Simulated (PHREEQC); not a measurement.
Dissolve 0.00097 mol NaHSO4, 0.0369 mol NH3 and 0.00015 mol KCl per kg of water at 15 °C. Closed to the air; pH follows from the charge balance.

Computed with PHREEQC (ion-association model, phreeqc.dat).

Precipitation was switched off in this run.

### Question
What pH, specific conductance does the model give?

### Answer
pH 10.99; specific conductance 311 µS/cm.

### Question
In which forms is S present?

### Answer
SO4-2 98 %, NH4SO4- 1.4 % of the S.
